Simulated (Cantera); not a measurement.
Boron, boron nitride and boron oxide: BF3 + H2

Feed: 1 mol BF3, 10 mol H2, held at 1300 °C and 0.00610 bar.

Cantera equilibrium calculation (NASA polynomials, part measured and part estimated; ideal gas, pure solids and liquids). Candidate condensed phases: B; 20 gas species. The tables' values for BF2 are old estimates; treat these amounts as uncertain. The numbers say what is thermodynamically allowed, not how fast it happens.

```json
{
 "x(H2)": "0.893",
 "x(BF3)": "0.0757",
 "x(HF)": "0.0165",
 "x(BF2)": "0.00797",
 "x(BHF2)": "0.00494",
 "x(BF)": "0.00178",
 "x(H)": "0.000493",
 "gas_amount": "11.07 mol",
 "log10 activity of B(s) (absent)": "-1.33"
}
```
